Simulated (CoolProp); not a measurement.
Vapour-liquid equilibrium of R134a (1) + R152A (2) at 0.357 MPa; x and y are mole fractions of (1).

Values from CoolProp's multi-fluid Helmholtz-energy mixture model, Tillner-Roth 1994 and Outcalt 1996; pair parameters Lemmon 2004.

| x | bubble temperature (K) | y at the bubble point | dew temperature at overall composition x (K) | liquid density (mol/L) |
|---|---|---|---|---|
| 0.05 | 281.8 | 0.050 | 281.8 | 14.10 |
| 0.125 | 281.8 | 0.127 | 281.8 | 13.94 |
| 0.2 | 281.7 | 0.206 | 281.7 | 13.78 |
| 0.275 | 281.6 | 0.285 | 281.6 | 13.63 |
| 0.35 | 281.5 | 0.365 | 281.5 | 13.48 |
| 0.425 | 281.3 | 0.445 | 281.3 | 13.35 |
| 0.5 | 281.0 | 0.524 | 281.1 | 13.22 |
| 0.575 | 280.8 | 0.601 | 280.9 | 13.10 |
| 0.65 | 280.5 | 0.677 | 280.6 | 12.98 |
| 0.725 | 280.2 | 0.751 | 280.3 | 12.87 |
| 0.8 | 279.8 | 0.823 | 279.9 | 12.76 |
| 0.875 | 279.4 | 0.892 | 279.5 | 12.66 |
| 0.95 | 279.0 | 0.958 | 279.1 | 12.57 |

No azeotrope shows between x = 0.05 and 0.95.

The pair parameters rest on a limited set of measurements; away from them the model extrapolates.
